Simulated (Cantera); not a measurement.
Input: 1 mol MgO, 1 mol O2, 9.5 mol N2, at 1575 K and 7.70 bar.

Cantera equilibrium calculation (NASA polynomials, part measured and part estimated; ideal gas, pure solids and liquids). Candidate condensed phases: Mg, MgO; 13 gas species. Kinetics and transport are ignored.

Problem. What is the equilibrium state?

Solution. 
| Property | Result |
|---|---|
| x(N2) | 0.904 |
| x(O2) | 0.0946 |
| x(NO) | 0.00125 |
| x(NO2) | 1.01e-5 |
| x(O) | 1.19e-6 |
| n(MgO(s)) | 1.00 mol |
| gas amount | 10.50 mol |
| log10 activity of Mg(l) (absent) | -14.09 |
